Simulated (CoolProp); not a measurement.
Vapour-liquid equilibrium of R143a (1) + R1234yf (2) at 0.787 MPa; x and y are mole fractions of (1).

Computed with CoolProp (multi-fluid Helmholtz-energy mixture model, Lemmon and Jacobsen 2000 and Lemmon 2022; pair parameters Bell 2016).

Problem. Give the bubble temperature and the first vapour's composition at x = 0.05, 0.35, 0.5. Is there an azeotrope?

Solution. x = 0.05: 28.6 °C, y = 0.082; x = 0.35: 20.4 °C, y = 0.471; x = 0.5: 17.0 °C, y = 0.621. No azeotrope shows between x = 0.05 and 0.95.

Pair parameters are fitted to limited data, so mixtures are less certain than the pure fluids.
